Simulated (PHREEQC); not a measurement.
Make-up at 25 °C and 100 atm: 2.3 mmol/kgw CuCl2, 0.0024 mmol/kgw HBF4 and 1.4 mmol/kgw FeCl3. Closed to the air; pH follows from the charge balance.

Computed with PHREEQC (ion-association model, phreeqc.dat).

Precipitation was switched off in this run.

**Question.** Estimate the pH.

**Answer.** pH 2.92.

**Question.** In which forms is Fe present?

**Answer.** FeOH+2 60 %, Fe+3 16 %, Fe(OH)2+ 13 %, Fe2(OH)2+4 6.9 %, FeCl+2 2.6 %, Fe3(OH)4+5 1.0 % of the Fe.

The solution is supersaturated, for example in Hematite (slow to form), Goethite (slow to form), so a real one may precipitate; this is no full list. Species that the database lacks are ignored. Under pressure, the constants of complexes without a molar volume in the database are unreliable. Real BF4- forms and hydrolyses slowly; the run takes it at equilibrium. Fluoro complexes past AlF4- and FeF3 are missing from the database.
